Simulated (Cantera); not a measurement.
**Adiabatic ignition**

An adiabatic, constant-volume homogeneous reactor starts with H2 : O2 : N2 : H2O = 1 : 0.238 : 0.895 : 0.053 (molar parts), equivalence ratio 2.1, at 1700 K and 27000 Pa.

Computed with Cantera and GRI-Mech 3.0 (53 species, 325 reactions).

```
t (s)     T (K)  P (bar)   x H2     x O2   x H2O     x NO2    x HO2
--------  -----  -------  -----  -------  ------  --------  -------
2.00e-6    1700    0.270  0.457    0.109  0.0242    <1e-12  1.40e-6
5.52e-6    1700    0.270  0.457    0.109  0.0243    <1e-12  3.72e-6
1.53e-5    1700    0.270  0.456    0.108  0.0249    <1e-12  9.13e-6
4.21e-5    1902    0.301  0.186  0.00501   0.208  8.14e-12  9.60e-7
0.000116   2149    0.335  0.202  0.00394   0.212  8.33e-11  7.50e-7
0.000321   2517    0.382  0.223  0.00244   0.222  9.79e-10  6.84e-7
0.000887   2800    0.417  0.237  0.00138   0.232   1.49e-8  8.10e-7
0.00245    2820    0.419  0.239  0.00126   0.233   5.09e-8  7.91e-7
0.00676    2818    0.419  0.240  0.00124   0.232   7.04e-8  7.76e-7
0.0187     2818    0.419  0.240  0.00124   0.232   7.10e-8  7.76e-7
0.0516     2818    0.419  0.240  0.00124   0.232   7.10e-8  7.76e-7
0.142      2818    0.419  0.240  0.00124   0.232   7.10e-8  7.76e-7
0.393      2818    0.419  0.240  0.00124   0.232   7.10e-8  7.76e-7
1.09       2818    0.419  0.240  0.00124   0.232   7.10e-8  7.76e-7
3.00       2818    0.419  0.240  0.00124   0.232   7.10e-8  7.76e-7
```
x: mole fraction; the columns are a selection and need not sum to one.

```
Quantity                                                            Result
---------------------------------  ---------------------------------------
time of steepest temperature rise                                  29.6 µs
temperature at 3.00 s                                               2818 K
equilibrium temperature                                             2818 K
x(H2) at 3.00 s                        0.240 (gas-phase equilibrium 0.240)
x(O2) at 3.00 s                    0.00124 (gas-phase equilibrium 0.00124)
x(H2O) at 3.00 s                       0.232 (gas-phase equilibrium 0.232)
```
